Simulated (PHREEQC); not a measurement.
## Acid rinse or clean (model solution)

Make-up at 25 °C: 0.12 mol HF, 0.014 mol ZnSO4 and 0.013 mol KCl per kg of water. Closed to the air; pH follows from the charge balance.

Model: ion-association model, wateq4f.dat, run in PHREEQC.

Precipitation was switched off in this run.

Task: Estimate the pH, ionic strength.

Result: pH 2.13; ionic strength 0.0590 mol/kgw.

Task: In which forms is F present?

Result: HF 63 %, H2F2 25 %, F- 7.1 %, HF2- 4.2 % of the F.

Species that the database lacks are ignored. wateq4f.dat counts part of the HF as a dimer, H2F2, which phreeqc.dat doesn't know; its constant is uncertain.
